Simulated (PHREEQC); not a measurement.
Alkaline etch or developer (model solution)

Solution (30 °C): 0.0017 mol/kgw KOH, 0.0024 mol/kgw K2SiO3 and 0.059 mol/kgw (CH3)4NCl. Closed to the air; pH follows from the charge balance.

Computed with PHREEQC (ion-association model, phreeqc.dat).

No solid was allowed to form.

### Question
Predict the pH.

### Answer
pH 11.34.

### Question
In which forms is Si present?

### Answer
H3SiO4- 95 %, H2SiO4-2 3.6 %, H4SiO4 1.9 % of the Si.

Species that the database lacks are ignored. (CH3)4N+ isn't in the database: it is added as a free cation with an ion size of 4 Å.
